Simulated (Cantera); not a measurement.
# Premixed flame

A freely propagating, adiabatic, planar premixed flame of 9.68 % CH₄, 23.2 % O₂, 67.1 % N₂, unburnt at 523 K and 500000 Pa; mixture-averaged transport, grid criteria slope 0.08 and curve 0.16, no radiation.

Detailed kinetics in Cantera: GRI-Mech 3.0 (53 species, 325 reactions). Burning velocities carry a grid error of a few per cent, more on coarse grids.

```tsv
z (mm)	T (K)	u (m/s)	x CH₄	x O₂	x HO₂	x C₂H₄	x H	x CH₂CO
-0.252	524	0.762	0.0967	0.232	2.32e-7	6.60e-8	<1e-8	<1e-8
-0.168	527	0.768	0.0963	0.231	1.34e-6	4.52e-7	<1e-8	3.27e-8
-0.126	539	0.787	0.0953	0.230	6.49e-6	2.80e-6	<1e-8	2.47e-7
-0.0840	618	0.907	0.0897	0.224	4.63e-5	2.78e-5	<1e-8	3.28e-6
-0.0420	1062	1.58	0.0612	0.184	0.000268	0.000285	2.33e-5	5.14e-5
-0.0210	1505	2.25	0.0322	0.138	0.000346	0.000550	0.000288	0.000143
0	1917	2.88	0.00669	0.0882	0.000179	0.000264	0.00163	0.000140
0.0210	2098	3.14	0.000359	0.0615	4.29e-5	9.17e-6	0.00274	2.01e-5
0.0420	2174	3.24	1.04e-5	0.0525	2.43e-5	9.48e-8	0.00269	1.02e-6
0.0840	2266	3.35	1.84e-8	0.0467	1.55e-5	<1e-8	0.00192	<1e-8
0.168	2354	3.46	<1e-8	0.0428	9.82e-6	<1e-8	0.00100	<1e-8
0.336	2410	3.53	<1e-8	0.0406	7.53e-6	<1e-8	0.000500	<1e-8
0.672	2427	3.56	<1e-8	0.0399	7.05e-6	<1e-8	0.000371	<1e-8
```
x: mole fraction of selected species; z is measured from the peak of heat release.

laminar burning velocity: 76.1 cm/s
thermal thickness: 0.0840 mm
peak x(HO₂): 0.000346
peak x(C₂H₄): 0.000564
peak x(H): 0.00281
peak x(CH₂CO): 0.000176
